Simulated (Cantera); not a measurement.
Abatement and gas-phase synthesis: SO2 + O2 + N2

Charge: 1 mol SO2, 0.23 mol O2, 18 mol N2, equilibrated at 1 atm.

Method: chemical equilibrium by Gibbs-energy minimisation in Cantera with the NASA 1993 tables (ideal gas, pure condensed phases). Candidate condensed phases: S; 17 gas species. The numbers say what is thermodynamically allowed, not how fast it happens.

```
T (°C)  log p N2  log p SO2  log p SO3  log p SO  log p O2  log p NO  log p O  log p S
------  --------  ---------  ---------  --------  --------  --------  -------  -------
502        -0.02      -1.53      -1.62      <-11     -3.66     -7.34     <-11     <-11
702        -0.02      -1.36      -2.03      <-11     -2.12     -5.31   -11.20     <-11
902        -0.02      -1.29      -2.77     -9.68     -1.95     -4.39    -8.81     <-11
1102       -0.02      -1.28      -3.37     -7.73     -1.93     -3.79    -7.16     <-11
1302       -0.02      -1.28      -3.83     -6.27     -1.93     -3.35    -5.93   -11.56
1502       -0.02      -1.28      -4.19     -5.14     -1.94     -3.01    -4.99    -9.39
1702       -0.02      -1.28      -4.47     -4.23     -1.95     -2.74    -4.23    -7.65
1902       -0.02      -1.28      -4.71     -3.49     -1.97     -2.53    -3.62    -6.22
2102       -0.02      -1.29      -4.92     -2.88     -1.99     -2.36    -3.12    -5.04
2302       -0.03      -1.32      -5.10     -2.39     -2.00     -2.20    -2.68    -4.07
2502       -0.03      -1.38      -5.29     -2.02     -1.98     -2.06    -2.30    -3.30
2702       -0.03      -1.49      -5.50     -1.76     -1.95     -1.93    -1.96    -2.71
```
log p: log10 of the partial pressure in bar; nothing condenses.

From 502 °C to 2702 °C nothing is condensed.
